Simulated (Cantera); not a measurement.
## Stirred combustor or abatement burner

A perfectly stirred reactor is fed with 13.5 % CH₄, 18.0 % O₂, 67.7 % N₂, 0.838 % H₂O, at 0.670 bar; it is adiabatic with a 425 K inlet, and is followed from long to short residence time, starting on the burning branch (τ in s: 0.027, 0.014, 0.007, 0.0035, 0.0018, 0.0009, 0.00046, 0.00023, 0.00012, 5.9e-05).

Model: GRI-Mech 3.0 (53 species, 325 reactions), integrated in Cantera.

| τ (s) | T (K) | x CH₄ | x O₂ | x C₂H₆ | x C₂H₂ | x CH₂O | x NO₂ | x OH |
|---|---|---|---|---|---|---|---|---|
| 0.027 | 1968 | 0.00114 | 0.000571 | 6.66e-7 | 0.000528 | 1.14e-5 | 4.49e-10 | 0.000257 |
| 0.014 | 1964 | 0.00141 | 0.000932 | 1.27e-6 | 0.000741 | 1.76e-5 | 5.33e-10 | 0.000306 |
| 0.0070 | 1956 | 0.00175 | 0.00156 | 2.44e-6 | 0.000990 | 2.76e-5 | 6.34e-10 | 0.000367 |
| 0.0035 | 1943 | 0.00224 | 0.00265 | 4.85e-6 | 0.00127 | 4.37e-5 | 7.52e-10 | 0.000433 |
| 0.0018 | 1920 | 0.00304 | 0.00459 | 1.04e-5 | 0.00157 | 6.99e-5 | 8.98e-10 | 0.000485 |
| 0.00090 | 1870 | 0.00505 | 0.00945 | 3.25e-5 | 0.00200 | 0.000127 | 1.10e-9 | 0.000472 |
| 0.00046 | 425 | 0.135 | 0.180 | <1e-12 | <1e-12 | <1e-12 | <1e-12 | <1e-12 |
| 0.00023 | 425 | 0.135 | 0.180 | <1e-12 | <1e-12 | <1e-12 | <1e-12 | <1e-12 |
| 0.00012 | 425 | 0.135 | 0.180 | <1e-12 | <1e-12 | <1e-12 | <1e-12 | <1e-12 |
| 5.9e-5 | 425 | 0.135 | 0.180 | <1e-12 | <1e-12 | <1e-12 | <1e-12 | <1e-12 |
x: mole fraction; the columns are a selection and need not sum to one.
